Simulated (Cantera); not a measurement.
# Ignition delay

Mixture: 7.59 % CH₄, 8.95 % O₂, 83.5 % N₂, equivalence ratio 1.7, at 21.0 bar, adiabatic and at constant volume. Ignition delay is the time to a rise of 400 K.

Cantera simulation using GRI-Mech 3.0 (53 species, 325 reactions); the numbers are that mechanism's predictions, not measurements. The pressure lies above the range GRI-Mech 3.0 was tuned for (to about 10 atm).

```json
[
 {"T0 (K)": "1323", "delay (ms)": "1.59"},
 {"T0 (K)": "1423", "delay (ms)": "0.594"},
 {"T0 (K)": "1523", "delay (ms)": "0.230"},
 {"T0 (K)": "1623", "delay (ms)": "0.0914"},
 {"T0 (K)": "1723", "delay (ms)": "0.0380"},
 {"T0 (K)": "1823", "delay (ms)": "0.0170"},
 {"T0 (K)": "1923", "delay (ms)": "0.00831"}
]
```

```json
{
  "apparent activation energy between 1723 and 1923 K": "210 kJ/mol"
}
```
